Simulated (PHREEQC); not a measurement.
## Copper plating or etch bath: an equilibrium model

Dissolve 0.29 mol Cu(NO3)2 and 0.00025 mol HCl per kg of water at 25 °C. It is in equilibrium with CO2 at log p = -3.4 (atm). Otherwise closed; pH follows from the charge balance.

Model: ion-association model, phreeqc.dat, run in PHREEQC.

pH: 3.68
ionic strength: 0.870 mol/kgw
activity of water: 0.985
density: 1.041 g/cm³
total alkalinity: -0.250 meq/kg

| species | molality | activity | log γ |
|---|---|---|---|
| NO3- | 0.580 | 0.328 | -0.248 |
| Cu+2 | 0.290 | 0.0619 | -0.670 |
| H+ | 0.000278 | 0.000207 | -0.127 |
| Cl- | 0.000214 | 0.000132 | -0.210 |
| CuCl+ | 3.59e-5 | 2.20e-5 | -0.214 |
| CO2 | 1.11e-5 | 1.36e-5 | 0.087 |
| Cu2(OH)2+2 | 1.07e-5 | 3.79e-6 | -0.452 |
| CuOH+ | 4.81e-6 | 2.94e-6 | -0.214 |
| CuHCO3+ | 1.15e-6 | 8.89e-7 | -0.113 |
| HCO3- | 4.33e-8 | 2.86e-8 | -0.179 |
| Cu(OH)2 | 2.39e-8 | 2.92e-8 | 0.087 |
| CuCO3 | 1.76e-9 | 2.15e-9 | 0.087 |
| CuCl2 | 1.27e-9 | 1.56e-9 | 0.087 |

No solid was allowed to form. The ionic strength is past about 0.7 mol/kgw, beyond the range of this activity model, so the values are rough.
